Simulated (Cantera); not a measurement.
**Abatement and gas-phase synthesis: NH₃ + O₂ + N₂**

A closed system holds: 1 mol NH₃, 0.22 mol O₂, a varied amount of N₂, held at 3250 K and 1.00 bar.

Method: chemical equilibrium by Gibbs-energy minimisation in Cantera with the NASA 1993 tables (ideal gas, pure condensed phases). Candidate condensed phases: H₂O; 24 gas species. Rates play no part.

```json
[
 {"n(N₂) (mol)": "0.4", "x N₂": "0.330", "x H₂": "0.326", "x H": "0.183", "x H₂O": "0.120", "x OH": "0.0268"},
 {"n(N₂) (mol)": "0.66", "x N₂": "0.386", "x H₂": "0.294", "x H": "0.174", "x H₂O": "0.107", "x OH": "0.0251"},
 {"n(N₂) (mol)": "1.1", "x N₂": "0.461", "x H₂": "0.252", "x H": "0.161", "x H₂O": "0.0897", "x OH": "0.0227"},
 {"n(N₂) (mol)": "1.8", "x N₂": "0.546", "x H₂": "0.205", "x H": "0.145", "x H₂O": "0.0705", "x OH": "0.0198"},
 {"n(N₂) (mol)": "3", "x N₂": "0.640", "x H₂": "0.154", "x H": "0.126", "x H₂O": "0.0504", "x OH": "0.0164"},
 {"n(N₂) (mol)": "4.9", "x N₂": "0.726", "x H₂": "0.109", "x H": "0.106", "x H₂O": "0.0333", "x OH": "0.0128"},
 {"n(N₂) (mol)": "8.1", "x N₂": "0.801", "x H₂": "0.0723", "x H": "0.0863", "x H₂O": "0.0198", "x OH": "0.00939"},
 {"n(N₂) (mol)": "13", "x N₂": "0.857", "x H₂": "0.0464", "x H": "0.0692", "x H₂O": "0.0111", "x OH": "0.00657"},
 {"n(N₂) (mol)": "22", "x N₂": "0.903", "x H₂": "0.0268", "x H": "0.0525", "x H₂O": "0.00526", "x OH": "0.00409"},
 {"n(N₂) (mol)": "36", "x N₂": "0.934", "x H₂": "0.0151", "x H": "0.0395", "x H₂O": "0.00235", "x OH": "0.00243"}
]
```
x: gas mole fraction; nothing condenses.

From 0.4 mol N₂ to 36 mol N₂ nothing is condensed.
